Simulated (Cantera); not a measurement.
**Low-pressure radical oxidation in H2/O2**

A perfectly stirred reactor is fed with H2 : O2 : N2 = 0.034 : 1 : 0.33 (molar parts), at 1330 Pa; it is held at 900 K, and followed from long to short residence time.

Model: the H2/O2 subset of GRI-Mech 3.0, which has no nitrogen chemistry, integrated in Cantera. Radical loss at walls, strong at low pressure, is not modelled. Below about 950 K walls govern HO2 and H2O2 in real vessels.

```json
[
 {"τ (s)": "5.4", "x H2": "0.000283", "x O2": "0.730", "x H2O": "0.0249", "x OH": "7.80e-5", "x O": "0.000220", "x H2O2": "4.68e-8", "x H": "1.57e-5"},
 {"τ (s)": "2.7", "x H2": "0.000413", "x O2": "0.729", "x H2O": "0.0247", "x OH": "0.000105", "x O": "0.000325", "x H2O2": "5.66e-8", "x H": "3.11e-5"},
 {"τ (s)": "1.3", "x H2": "0.000611", "x O2": "0.729", "x H2O": "0.0245", "x OH": "0.000144", "x O": "0.000484", "x H2O2": "6.92e-8", "x H": "6.35e-5"},
 {"τ (s)": "0.64", "x H2": "0.000893", "x O2": "0.729", "x H2O": "0.0242", "x OH": "0.000197", "x O": "0.000704", "x H2O2": "8.34e-8", "x H": "0.000126"},
 {"τ (s)": "0.32", "x H2": "0.00129", "x O2": "0.729", "x H2O": "0.0237", "x OH": "0.000267", "x O": "0.00100", "x H2O2": "9.90e-8", "x H": "0.000243"},
 {"τ (s)": "0.15", "x H2": "0.00193", "x O2": "0.728", "x H2O": "0.0228", "x OH": "0.000370", "x O": "0.00145", "x H2O2": "1.17e-7", "x H": "0.000487"},
 {"τ (s)": "0.076", "x H2": "0.00278", "x O2": "0.728", "x H2O": "0.0217", "x OH": "0.000489", "x O": "0.00196", "x H2O2": "1.33e-7", "x H": "0.000876"},
 {"τ (s)": "0.037", "x H2": "0.00410", "x O2": "0.727", "x H2O": "0.0199", "x OH": "0.000640", "x O": "0.00260", "x H2O2": "1.49e-7", "x H": "0.00153"},
 {"τ (s)": "0.018", "x H2": "0.00609", "x O2": "0.727", "x H2O": "0.0174", "x OH": "0.000797", "x O": "0.00321", "x H2O2": "1.61e-7", "x H": "0.00240"},
 {"τ (s)": "0.0090", "x H2": "0.00895", "x O2": "0.727", "x H2O": "0.0141", "x OH": "0.000911", "x O": "0.00353", "x H2O2": "1.67e-7", "x H": "0.00312"}
]
```
x: mole fraction; the columns are a selection and need not sum to one.
